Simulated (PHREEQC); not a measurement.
## Mixed reagents with leach liquor: an equilibrium model

Solution A (0.019 mol/kgw H3BO3, 5e-05 mol/kgw Na2HAsO4 and 0.0033 mol/kgw Na2SO4) is mixed with solution B (1 mmol/kgw H2SO4, 8.1 mmol/kgw Li2SO4 and 0.035 mmol/kgw Fe2(SO4)3) at 25 °C; shares are by mass of water, 1 kg in all. Oxygen is held at 0.21 atm. No CO2 enters from the air. The run lets Hematite, Scorodite, Jarosite-Na, Mirabilite precipitate or redissolve, and no other solid.

The series has 21 steps of share of solution B, from 0 to 1.

All values are PHREEQC results (ion-association model, wateq4f.dat), not measurements.

Question: Which solids form, in which order, and at which step of the series does each first stand?

Answer: Hematite from share of solution B = 0.05 (pH 4.33).

Hematite forms slowly in practice; the run takes equilibrium as reached. The database's scorodite may be far more soluble than the real mineral, and it has no iron arsenate complexes; the constant wasn't checked at its source.
